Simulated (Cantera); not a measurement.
Mixture: CH4 : C2H6 : O2 : N2 = 1 : 0.19 : 2.69 : 8.34 (molar parts), at 4.93 atm, adiabatic and at constant pressure. Ignition delay is the time to a rise of 400 K.

Detailed kinetics in Cantera: GRI-Mech 3.0 (53 species, 325 reactions).

### Question
What does this change do: 0.22 parts H2 added?

### Answer
| quantity | before | after |
|---|---|---|
| delay at 1050 K | 13.0 ms | 9.96 ms |
| delay at 1125 K | 3.36 ms | 2.36 ms |
| delay at 1200 K | 1.06 ms | 0.712 ms |
| delay at 1275 K | 0.407 ms | 0.272 ms |
| delay at 1350 K | 0.183 ms | 0.126 ms |
| delay at 1425 K | 92.2 µs | 66.5 µs |
| delay at 1500 K | 50.1 µs | 37.9 µs |
| apparent activation energy between 1350 and 1500 K | 150 kJ/mol | 130 kJ/mol |

### Question
What does this change do: 1.1 parts CO2 added?

### Answer
| quantity | before | after |
|---|---|---|
| delay at 1050 K | 13.0 ms | 13.6 ms |
| delay at 1125 K | 3.36 ms | 3.52 ms |
| delay at 1200 K | 1.06 ms | 1.12 ms |
| delay at 1275 K | 0.407 ms | 0.437 ms |
| delay at 1350 K | 0.183 ms | 0.200 ms |
| delay at 1425 K | 92.2 µs | 0.102 ms |
| delay at 1500 K | 50.1 µs | 56.3 µs |
| apparent activation energy between 1350 and 1500 K | 150 kJ/mol | 140 kJ/mol |
